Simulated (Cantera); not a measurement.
## Ignition delay

Mixture: CH4 : H2 : O2 : N2 : H2O = 1 : 0.048 : 1.35 : 5.07 : 0.59 (molar parts), equivalence ratio 1.5, at 29.6 atm, adiabatic and at constant volume. Ignition delay is the time to a rise of 400 K.

Model: GRI-Mech 3.0 (53 species, 325 reactions), integrated in Cantera. The pressure lies above the range GRI-Mech 3.0 was tuned for (to about 10 atm).

```
T0 (K)  delay (ms)
------  ----------
1300         0.280
1375         0.154
1450        0.0860
1525        0.0485
1600        0.0275
```

```
Quantity                                                 Value
--------------------------------------------------  ----------
apparent activation energy between 1450 and 1600 K  150 kJ/mol
```
